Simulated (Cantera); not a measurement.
Cantera run, input and output.

```python
import numpy as np
import cantera as ct

gas = ct.Solution("h2o2.yaml")
gas.TPX = 300, 16000, {'H2': 1, 'O2': 0.357, 'N2': 0.929}
flame = ct.FreeFlame(gas, width=0.14)
flame.set_refine_criteria(ratio=3, slope=0.08, curve=0.16)
flame.transport_model = "mixture-averaged"
flame.solve(loglevel=0, auto=True)
flame.transport_model = "multicomponent"
flame.soret_enabled = True
flame.solve(loglevel=0, refine_grid=True)
z, T = flame.grid, flame.T
thick = (T[-1] - T[0]) / np.gradient(T, z).max()
show = ['H2', 'O2', 'H', 'O', 'OH', 'H2O2']
print(f"laminar burning velocity  {flame.velocity[0] * 100:.3f} cm/s")
print(f"burnt temperature         {T[-1]:.1f} K")
print(f"thermal thickness         {thick * 1e3:.4f} mm")
print(f"grid points               {len(z)}")
z0 = z[flame.heat_release_rate.argmax()]
print(f"{'z/mm':>9s}{'T/K':>9s}{'u/(m/s)':>9s}" + "".join(f"{s:>11s}" for s in show))
rows = []
for k in (-3, -2, -1.5, -1, -0.5, -0.25, 0, 0.25, 0.5, 1, 2, 4, 8):
    zz = z0 + k * thick
    rows.append([k * thick, np.interp(zz, z, T), np.interp(zz, z, flame.velocity),
                 *(np.interp(zz, z, flame.X[gas.species_index(s)]) for s in show)])
    print(f"{rows[-1][0] * 1e3:9.3f}{rows[-1][1]:9.1f}{rows[-1][2]:9.3f}" + "".join(f"{x:11.3e}" for x in rows[-1][3:]))
```

Result:

```
laminar burning velocity  298.450 cm/s
burnt temperature         2459.4 K
thermal thickness         3.6012 mm
grid points               137
     z/mm      T/K  u/(m/s)         H2         O2          H          O         OH       H2O2
  -10.804    300.0    2.984  4.374e-01  1.562e-01  1.040e-20  4.588e-17  3.748e-20 -7.215e-17
   -7.202    300.0    2.984  4.374e-01  1.562e-01  4.149e-18  1.590e-14  3.239e-17  1.200e-15
   -5.402    300.0    2.984  4.374e-01  1.562e-01  2.426e-16  2.825e-13  1.892e-15  3.351e-14
   -3.601    300.0    2.984  4.374e-01  1.562e-01  2.796e-13  2.369e-11  2.049e-12  6.160e-12
   -1.801    302.5    2.986  4.325e-01  1.575e-01  1.049e-06  2.264e-07  1.911e-06  7.955e-07
   -0.900    562.7    5.309  3.863e-01  1.568e-01  7.456e-03  1.412e-04  1.028e-03  5.767e-05
    0.000   1088.9   10.019  2.391e-01  9.984e-02  7.589e-02  6.244e-03  2.831e-03  7.677e-07
    0.900   1396.2   12.816  1.186e-01  2.395e-02  1.246e-01  1.043e-02  7.801e-03  7.918e-07
    1.801   1517.7   13.863  1.086e-01  1.321e-02  1.211e-01  9.905e-03  1.010e-02  6.293e-07
    3.601   1652.6   14.973  1.152e-01  1.101e-02  1.060e-01  9.360e-03  1.250e-02  4.059e-07
    7.202   1807.7   16.205  1.227e-01  9.036e-03  8.819e-02  8.184e-03  1.474e-02  2.176e-07
   14.405   1971.8   17.459  1.289e-01  6.850e-03  6.998e-02  6.462e-03  1.615e-02  1.111e-07
   28.810   2132.2   18.639  1.335e-01  4.717e-03  5.290e-02  4.535e-03  1.616e-02  6.093e-08
```

Model: the H2/O2 subset of GRI-Mech 3.0, which has no nitrogen chemistry, integrated in Cantera. Burning velocities carry a grid error of a few per cent, more on coarse grids.
